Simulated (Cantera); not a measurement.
## Thermodynamics of fluorocarbon and chlorocarbon gases, feed CH2F2 + H2

Input: 1 mol CH2F2, 0.1 mol H2, equilibrated at 0.000370 bar.

These are equilibrium values from Cantera (NASA tables, ideal gas, pure condensed phases), not measurements of a reactor. Candidate condensed phases: C, C6H6, C7H8, C8H18; 95 gas species. Rates play no part.

From 1548 K to 2748 K the condensed part is C(graphite). From 2898 K to 3498 K nothing is condensed. The main C-bearing gas is C2H2 (acetylene) at 1548 K and C at 3498 K.

```json
[
 {"T (K)": "1548", "x HF": "0.952", "x H": "0.000349", "x F": "2.69e-7", "x C": "<1e-12", "x C3": "<1e-12", "x H2": "0.0474", "x C2": "<1e-12", "x CF": "6.73e-11", "n C(graphite)": "1.000"},
 {"T (K)": "1698", "x HF": "0.952", "x H": "0.00163", "x F": "3.21e-6", "x C": "3.83e-11", "x C3": "1.13e-11", "x H2": "0.0468", "x C2": "<1e-12", "x CF": "2.53e-9", "n C(graphite)": "1.000"},
 {"T (K)": "1848", "x HF": "0.950", "x H": "0.00582", "x F": "2.61e-5", "x C": "2.37e-9", "x C3": "1.29e-9", "x H2": "0.0446", "x C2": "1.07e-10", "x CF": "5.37e-8", "n C(graphite)": "1.000"},
 {"T (K)": "1998", "x HF": "0.944", "x H": "0.0165", "x F": "0.000163", "x C": "7.88e-8", "x C3": "7.13e-8", "x H2": "0.0390", "x C2": "6.03e-9", "x CF": "7.47e-7", "n C(graphite)": "1.000"},
 {"T (K)": "2148", "x HF": "0.934", "x H": "0.0367", "x F": "0.000859", "x C": "1.60e-6", "x C3": "2.22e-6", "x H2": "0.0287", "x C2": "1.92e-7", "x CF": "7.85e-6", "n C(graphite)": "1.000"},
 {"T (K)": "2298", "x HF": "0.916", "x H": "0.0636", "x F": "0.00421", "x C": "2.19e-5", "x C3": "4.36e-5", "x H2": "0.0163", "x C2": "3.87e-6", "x CF": "6.97e-5", "n C(graphite)": "0.999"},
 {"T (K)": "2448", "x HF": "0.879", "x H": "0.0927", "x F": "0.0185", "x C": "0.000217", "x C3": "0.000588", "x H2": "0.00802", "x C2": "5.36e-5", "x CF": "0.000513", "n C(graphite)": "0.994"},
 {"T (K)": "2598", "x HF": "0.787", "x H": "0.138", "x F": "0.0599", "x C": "0.00164", "x C3": "0.00582", "x H2": "0.00483", "x C2": "0.000546", "x CF": "0.00261", "n C(graphite)": "0.944"},
 {"T (K)": "2748", "x HF": "0.588", "x H": "0.207", "x F": "0.133", "x C": "0.00998", "x C3": "0.0444", "x H2": "0.00344", "x C2": "0.00430", "x CF": "0.00865", "n C(graphite)": "0.550"},
 {"T (K)": "2898", "x HF": "0.355", "x H": "0.288", "x F": "0.222", "x C": "0.0324", "x C3": "0.0740", "x H2": "0.00236", "x C2": "0.0114", "x CF": "0.0133", "n C(graphite)": "0"},
 {"T (K)": "3048", "x HF": "0.184", "x H": "0.365", "x F": "0.306", "x C": "0.0689", "x C3": "0.0462", "x H2": "0.00148", "x C2": "0.0147", "x CF": "0.0125", "n C(graphite)": "0"},
 {"T (K)": "3198", "x HF": "0.0779", "x H": "0.404", "x F": "0.353", "x C": "0.120", "x C3": "0.0205", "x H2": "0.000774", "x C2": "0.0144", "x CF": "0.00898", "n C(graphite)": "0"},
 {"T (K)": "3348", "x HF": "0.0308", "x H": "0.415", "x F": "0.371", "x C": "0.163", "x C3": "0.00535", "x H2": "0.000376", "x C2": "0.00948", "x CF": "0.00500", "n C(graphite)": "0"},
 {"T (K)": "3498", "x HF": "0.0126", "x H": "0.419", "x F": "0.378", "x C": "0.182", "x C3": "0.000945", "x H2": "0.000188", "x C2": "0.00460", "x CF": "0.00241", "n C(graphite)": "0"}
]
```
x: gas mole fraction; n: condensed amount in mol.
